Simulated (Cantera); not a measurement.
A perfectly stirred reactor is fed with CH4 : O2 : N2 = 1 : 2.53 : 9.52 (molar parts), at 4800 Torr; it is adiabatic with a 700 K inlet, and is followed from long to short residence time, starting on the burning branch (τ in s: 0.054, 0.019, 0.0067, 0.0023, 0.00082, 0.00029, 0.0001, 3.6e-05, 1.3e-05, 4.4e-06).

Detailed kinetics in Cantera: GRI-Mech 3.0 (53 species, 325 reactions).

Q: Predict: blow-out, bracketed by the residence times tried; x(CH4) at τ = 54.0 ms; x(O2) at τ = 54.0 ms; x(O) at τ = 54.0 ms; x(H) at τ = 54.0 ms; x(CH3) at τ = 54.0 ms; x(CH4) at τ = 0.290 ms; x(O2) at τ = 0.290 ms; x(O) at τ = 0.290 ms; x(H) at τ = 0.290 ms; x(CH3) at τ = 0.290 ms.

A: 
```
Item                                                                          Result
------------------------------------------------  ----------------------------------
blow-out, bracketed by the residence times tried  burning at 36.0 µs, out at 13.0 µs
x(CH4) at τ = 54.0 ms                                                        1.05e-6
x(O2) at τ = 54.0 ms                                                          0.0390
x(O) at τ = 54.0 ms                                                         0.000336
x(H) at τ = 54.0 ms                                                          7.93e-5
x(CH3) at τ = 54.0 ms                                                        4.67e-7
x(CH4) at τ = 0.290 ms                                                       9.74e-5
x(O2) at τ = 0.290 ms                                                         0.0431
x(O) at τ = 0.290 ms                                                         0.00106
x(H) at τ = 0.290 ms                                                        0.000509
x(CH3) at τ = 0.290 ms                                                       3.89e-5
```
